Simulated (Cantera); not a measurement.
A closed system holds: 1 mol Si3N4, 0.013 mol H2O, 1.1 mol N2, held at 1.00 Torr.

Equilibrium computed with Cantera from the NASA thermochemical tables; the gas is ideal and each condensed phase is pure. Candidate condensed phases: H2O, Si, SiO2, Si2N2O, Si3N4; 35 gas species. Mutual solubility and eutectic melting of coexisting phases are not modelled. Kinetics and transport are ignored.

Q: At 1302 °C, list the 4 most abundant gas species with their mole fractions, and the condensed phases.

A: N2 0.986, H2 0.0115, SiO 0.00194, H 0.000122. Condensed: Si2N2O(s) + Si3N4(s).
